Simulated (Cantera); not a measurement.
Feed: 1 mol AlCl3, 19 mol N2, 1.3 mol N2O, held at 27.0 Pa.

Cantera equilibrium calculation (NASA polynomials, part measured and part estimated; ideal gas, pure solids and liquids). Candidate condensed phases: Al, AlCl3, AlN, Al2O3; 24 gas species. The tables' values for AlCl2 are old estimates; treat these amounts as uncertain. Equilibrium is a limit: real reactors are often held back by kinetics, nucleation or transport.

x: gas mole fraction; n: condensed amount in mol.

```csv
T (K),x N2,x Cl,x AlCl3,x AlCl,n Al2O3(s)
1675,0.881,0.113,0.00556,2.92e-5,0.433
1725,0.881,0.113,0.00520,0.000137,0.433
1775,0.880,0.114,?,?,0.432
1825,0.878,0.116,0.00301,0.00146,0.432
1875,0.875,0.119,?,?,0.431
1925,0.873,0.121,0.000614,0.00395,0.430
1975,0.872,0.122,0.000215,0.00465,0.428
2025,0.872,0.122,7.28e-5,0.00505,0.426
```

Task: What belongs in the gaps?

Result: 
- 1775, x AlCl3: 0.00439
- 1775, x AlCl: 0.000520
- 1875, x AlCl3: 0.00154
- 1875, x AlCl: 0.00280
